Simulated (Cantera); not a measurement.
# Al + H₂O + N₂ + N₂O (aluminium nitride and oxide growth)

Feed: 1 mol Al, 20 mol H₂O, 11 mol N₂, 14 mol N₂O, at 1700 K and 33.0 mbar.

Method: chemical equilibrium by Gibbs-energy minimisation in Cantera with the NASA 1993 tables (ideal gas, pure condensed phases). Candidate condensed phases: Al, AlN, Al₂O₃, H₂O; 35 gas species. Gases not in the tables: Al(OH)₃. Equilibrium is a limit: real reactors are often held back by kinetics, nucleation or transport.

The x(N₂) is 0.487 and the x(H₂O) comes out as 0.389. The x(O₂) is 0.121. The x(NO) is 0.00173 and the x(OH) comes out as 0.00147. The x(H₂) is 0.000124. The x(O) is 8.55e-5, the x(H) is 9.03e-6 and the n(Al₂O₃(s)) is 0.500 mol. The gas amount is 51.27 mol and the log10 activity of Al(l) (absent) is -15.57.
